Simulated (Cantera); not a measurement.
Feed: 1 mol AlCl3, 1.6 mol N2O, 6.1 mol H2, held at 52.0 mbar.

These are equilibrium values from Cantera (NASA tables, ideal gas, pure condensed phases), not measurements of a reactor. Candidate condensed phases: Al, AlCl3, AlN, Al2O3, H2O, NH4Cl; 45 gas species. Kinetics and transport are ignored. All values below are at 1698 K.

Base state: H2 0.489, HCl 0.326, N2 0.174, H2O 0.0110, H 0.000443, Cl 0.000230, AlCl3 6.35e-5 (mole fractions); condensed: Al2O3(s).

Task: What changes in the equilibrium state with this change: N2O from 1.6 to 2.7 mol?

Result: 
```json
[
 {"species": "H2", "before": "0.489", "after": "0.330"},
 {"species": "HCl", "before": "0.326", "after": "0.291"},
 {"species": "N2", "before": "0.174", "after": "0.262"},
 {"species": "H2O", "before": "0.0110", "after": "0.116"},
 {"species": "AlCl3", "before": "6.35e-5", "after": "1.31e-6"},
 {"species": "H", "before": "0.000443", "after": "0.000364"},
 {"species": "Cl", "before": "0.000230", "after": "0.000250"},
 {"species": "Al2O3(s), mol", "before": "0.500", "after": "0.500"}
]
```
